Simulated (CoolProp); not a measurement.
Vapour pressure (bar) of hydrogen chloride: the reference equation beside estimates from Tc = 324.7 K, pc = 83.14 bar, ω = 0.130. Clausius-Clapeyron is anchored at 180 K with a constant enthalpy of vaporisation of 16.49 kJ/mol.

Model: reference Helmholtz-energy equation of state, Thol 2018, in CoolProp.

| T (K) | reference | Lee-Kesler | Clausius-Clapeyron | Redlich-Kwong |
|---|---|---|---|---|
| 180 | 0.6225 | 0.5808 | 0.6225 | 0.7052 |
| 182.2 | 0.7131 | 0.6685 | 0.7111 | 0.8130 |
| 184.5 | 0.8189 | (withheld) | 0.8144 | 0.9392 |
| 186.8 | 0.9367 | 0.8865 | 0.9297 | 1.080 |
| 189.1 | 1.068 | 1.015 | 1.058 | 1.237 |
| 191.3 | 1.206 | 1.151 | 1.193 | 1.403 |
| 193.6 | 1.366 | 1.309 | 1.350 | 1.594 |
| 195.9 | 1.541 | 1.483 | 1.522 | 1.805 |
| 198.1 | 1.726 | 1.667 | (withheld) | 2.025 |
| 200.4 | 1.936 | 1.877 | 1.911 | 2.278 |
| 202.7 | 2.166 | 2.107 | 2.138 | (withheld) |
| 204.9 | 2.405 | 2.347 | 2.375 | 2.838 |
| 207.2 | (withheld) | 2.621 | 2.644 | 3.162 |
| 209.5 | 2.972 | 2.918 | 2.937 | 3.513 |

Q: Fill in the missing entries.

A: 
- 184.5, Lee-Kesler: 0.7714
- 198.1, Clausius-Clapeyron: 1.704
- 202.7, Redlich-Kwong: 2.553
- 207.2, reference: 2.677

Absolute difference from the reference over all 14 rows, mean and median: Lee-Kesler 4.1 and 4.0 %, Clausius-Clapeyron 1.0 and 1.2 %, Redlich-Kwong 16.5 and 16.9 %.
